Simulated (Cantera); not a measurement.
Mixture: CH4 : C2H6 : C3H8 : O2 : N2 = 1 : 0.24 : 0.27 : 2.09 : 7.88 (molar parts), equivalence ratio 2.0, at 3.40 bar, adiabatic and at constant volume. Ignition delay is the time to a rise of 400 K.

Computed with Cantera and GRI-Mech 3.0 (53 species, 325 reactions). GRI-Mech 3.0 was tuned for natural gas; its chemistry of propane as a main component is partial and can be far from experiment.

Task: Predict: delay at 1150 K; delay at 1225 K; delay at 1300 K; delay at 1375 K; delay at 1450 K; apparent activation energy between 1300 and 1450 K.

Result: 
| Property | Result |
|---|---|
| delay at 1150 K | 2.49 ms |
| delay at 1225 K | 0.924 ms |
| delay at 1300 K | 0.361 ms |
| delay at 1375 K | 0.152 ms |
| delay at 1450 K | 70.3 µs |
| apparent activation energy between 1300 and 1450 K | 170 kJ/mol |
